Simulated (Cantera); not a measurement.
A perfectly stirred reactor is fed with 81.3 % NO, 18.7 % N2, at 105 Torr; it is held at 2100 K, and followed from long to short residence time.

Detailed kinetics in Cantera: GRI-Mech 3.0 (53 species, 325 reactions).

Predict: x(NO) at τ = 15.0 s; x(N2O) at τ = 15.0 s; x(NO2) at τ = 15.0 s; x(O2) at τ = 15.0 s; x(O) at τ = 15.0 s; x(NO) at τ = 0.110 s; x(N2O) at τ = 0.110 s; x(NO2) at τ = 0.110 s; x(O2) at τ = 0.110 s; x(O) at τ = 0.110 s.


- x(NO) at τ = 15.0 s = 0.0629
- x(N2O) at τ = 15.0 s = 1.39e-6
- x(NO2) at τ = 15.0 s = 4.61e-5
- x(O2) at τ = 15.0 s = 0.373
- x(O) at τ = 15.0 s = 0.00229
- x(NO) at τ = 0.110 s = 0.729
- x(N2O) at τ = 0.110 s = 0.000211
- x(NO2) at τ = 0.110 s = 0.000187
- x(O2) at τ = 0.110 s = 0.0412
- x(O) at τ = 0.110 s = 0.000931
